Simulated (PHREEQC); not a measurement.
Make-up at 25 °C: 1.3 mmol/kgw Na2B4O7. Closed to the air; pH follows from the charge balance.

Computed with PHREEQC (ion-association model, phreeqc.dat).

```yaml
pH: 9.21
ionic_strength: 0.00260 mol/kgw
total_alkalinity: 2.60 meq/kg
```

```tsv
species	molality	activity	log γ
H3BO3	0.00262	0.00262	0.000
Na+	0.00260	0.00246	-0.024
H2BO3-	0.00258	0.00244	-0.024
OH-	1.74e-5	1.64e-5	-0.025
```

This is a speciation only: nothing precipitates in the calculation.
